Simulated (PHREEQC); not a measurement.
PHREEQC input (ion-association model, wateq4f.dat):

```
SOLUTION_MASTER_SPECIES
  An  An-  0  An  62.0  # stands for a non-complexing anion
SOLUTION_SPECIES
  An- = An-
    -log_k 0
    -gamma 3.0 0
PHASES
  Fix_H+
    H+ = H+
    -log_k 0
SOLUTION 1
  temp 25
  units mmol/kgw
  pH 7 charge
  Na 300
  An 300
END
SELECTED_OUTPUT 1
  -reset false
  -pH true
  -pe true
  -ionic_strength true
  -water true
  -totals Na
  -molalities Hfo_wOH Hfo_wOH2+ Hfo_wO- Hfo_sOH Hfo_sOH2+ Hfo_sO-
USER_PUNCH 1
  -headings sigma psi
  10 PUNCH EDL("sigma", "Hfo"), EDL("psi", "Hfo")
PRINT
  -reset false
USE solution 1
SURFACE 1
  Hfo_wOH 0.000314607 600 0.14
  Hfo_sOH 7.86517e-06
EQUILIBRIUM_PHASES 1
  Fix_H+ -4 HAn 10
    -force_equality true
  O2(g) -0.68 10
END
# ... the last block is repeated for the other 12 points of pH, with NaOH or the acid as the point needs
```

Selected output (columns that matter, 13 of 13 rows; pH added in front):

```
pH	mu	Na	m_Hfo_wOH	m_Hfo_wOH2+	m_Hfo_wO-	m_Hfo_sOH	m_Hfo_sOH2+	m_Hfo_sO-	sigma	psi
4	0.30028	0.3	1.8213e-05	0.00029637	2.564e-08	4.5532e-07	7.4092e-06	6.4101e-10	0.34893	0.12296
4.5	0.30018	0.3	4.3918e-05	0.00027053	1.6334e-07	1.098e-06	6.7631e-06	4.0834e-09	0.31834	0.11834
5	0.30013	0.3	8.4701e-05	0.00022919	7.1711e-07	2.1175e-06	5.7297e-06	1.7928e-08	0.26901	0.10989
5.5	0.3001	0.3	0.00013154	0.00018087	2.1916e-06	3.2886e-06	4.5218e-06	5.479e-08	0.21039	0.097708
6	0.30007	0.3	0.00017366	0.00013586	5.0852e-06	4.3415e-06	3.3965e-06	1.2713e-07	0.15398	0.082618
6.5	0.30005	0.3	0.00020543	9.946e-05	9.7201e-06	5.1357e-06	2.4865e-06	2.43e-07	0.10566	0.065368
7	0.30003	0.3	0.00022603	7.2418e-05	1.6161e-05	5.6507e-06	1.8105e-06	4.0403e-07	0.06624	0.046397
7.5	0.30001	0.3	0.00023722	5.3113e-05	2.4272e-05	5.9305e-06	1.3278e-06	6.068e-07	0.033959	0.026026
8	0.3	0.3	0.00024137	3.9139e-05	3.41e-05	6.0342e-06	9.7846e-07	8.525e-07	0.0059325	0.004737
8.5	0.30001	0.30002	0.0002398	2.836e-05	4.6449e-05	5.9949e-06	7.0901e-07	1.1612e-06	-0.021299	-0.016733
9	0.30004	0.30006	0.00023197	1.9532e-05	6.3109e-05	5.7991e-06	4.8831e-07	1.5777e-06	-0.05131	-0.037584
9.5	0.30008	0.30012	0.0002158	1.2337e-05	8.6474e-05	5.3949e-06	3.0842e-07	2.1618e-06	-0.087293	-0.057213
10	0.3002	0.30026	0.00018903	6.898e-06	0.00011867	4.7259e-06	1.7245e-07	2.9668e-06	-0.13161	-0.075257
```

Complexes and solids missing from the database can't appear.
